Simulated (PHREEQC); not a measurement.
Consider water at 25 °C with 1 mol KH2PO4, 0.13 mol KOH and 0.071 mol NaCl per kg of water. Closed to the air; pH follows from the charge balance.

Model: ion-association model, phreeqc.dat, run in PHREEQC.

This is a speciation only: nothing precipitates in the calculation.

What pH, ionic strength, activity of water does the model give?

pH 5.64; ionic strength 1.27 mol/kgw; activity of water 0.962.

In which forms is K present?

K+ 97 %, KHPO4- 2.6 % of the K.

Ionic strength above about 0.7 mol/kgw puts this run outside the model's range.
